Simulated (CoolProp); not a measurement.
A single-stage vapour-compression cycle with the fluid: evaporating at 276.15 K (dew point), condensing at 299.15 K (bubble point), superheat 0 K, subcooling 8 K, compressor efficiency 0.6, no pressure losses. The same conditions are run with several fluids, on thermodynamics alone (safety and materials aside).

Computed with CoolProp (reference Helmholtz-energy equation of state of each fluid (R123: Younglove 1994; R245fa: Akasaka 2015; isohexane: Lemmon 2006; R404A: Lemmon 2003; propylene: Lemmon 2013; R236FA: Pan 2012)). Blends and air are pseudo-pure fits.

```
fluid      cooling COP  pressure ratio  discharge temperature (K)  refrigerating effect (kJ/kg)  volumetric capacity (kJ/m³)
---------  -----------  --------------  -------------------------  ----------------------------  ---------------------------
R123              7.02            2.54                        [?]                           165                          420
R245fa             [?]            2.53                      309.1                           184                          674
isohexane         7.02            2.82                      305.8                           [?]                          130
R404A              [?]            1.95                      309.8                           142                         4740
propylene          [?]            1.85                        [?]                           335                         4500
R236FA            6.90            2.31                      304.2                           139                         1180
```

Some entries are withheld; supply them.


- R123, discharge temperature (K): 312.9
- R245fa, cooling COP: 6.99
- isohexane, refrigerating effect (kJ/kg): 329
- R404A, cooling COP: 6.47
- propylene, cooling COP: 6.73
- propylene, discharge temperature (K): 315.0
